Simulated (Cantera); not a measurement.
An isothermal, constant-pressure homogeneous reactor starts with 73.5 % NO, 26.5 % N₂, at 1923 K and 49000 Pa.

Computed with Cantera and GRI-Mech 3.0 (53 species, 325 reactions).

x: mole fraction; the columns are a selection and need not sum to one.

```
t (s)        x NO   x N₂     x N₂O      x O₂       x O
--------  -------  -----  --------  --------  --------
0.000300    0.735  0.265       [?]   2.13e-6   1.79e-5
0.000998    0.735  0.265       [?]   3.45e-5   4.00e-5
0.00332     0.734  0.265  0.000216  0.000377   5.91e-5
0.0111      0.731  0.267  0.000234   0.00183   6.42e-5
0.0368      0.721  0.272  0.000226   0.00670   7.39e-5
0.122       0.689  0.287       [?]    0.0225   9.88e-5
0.408       0.594  0.335       [?]    0.0699  0.000150
1.36        0.379  0.443       [?]     0.178  0.000225
4.51        0.122  0.571       [?]     0.306  0.000289
15.0       0.0202  0.622       [?]     0.357  0.000311
50.0      0.00756  0.628       [?]     0.364  0.000314
```

Task: What belongs in the gaps?

Result: 
- 0.000300, x N₂O: 4.65e-5
- 0.000998, x N₂O: 0.000123
- 0.122, x N₂O: 0.000204
- 0.408, x N₂O: 0.000147
- 1.36, x N₂O: 5.70e-5
- 4.51, x N₂O: 5.94e-6
- 15.0, x N₂O: 3.87e-7
- 50.0, x N₂O: 2.58e-7
